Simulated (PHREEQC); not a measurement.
A solution holds 38 mmol/kgw LiI, at 25 °C. Closed to the air; pH follows from the charge balance.

Equilibrium calculation in PHREEQC: ion-association model, wateq4f.dat.

Each row changes one thing in this solution. This is a speciation only: nothing precipitates in the calculation.

```json
[
 {"case": "as made", "pH": "6.99", "ionic strength (mol/kgw)": "0.0380"},
 {"case": "diluted 10-fold with water", "pH": "7.00", "ionic strength (mol/kgw)": "…"},
 {"case": "LiI replaced by Li2CO3 at the same molality", "pH": "…", "ionic strength (mol/kgw)": "…"}
]
```

Problem. What belongs in the gaps?

Solution. 
- diluted 10-fold with water, ionic strength (mol/kgw): 0.00380
- LiI replaced by Li2CO3 at the same molality, pH: 11.22
- LiI replaced by Li2CO3 at the same molality, ionic strength (mol/kgw): 0.112
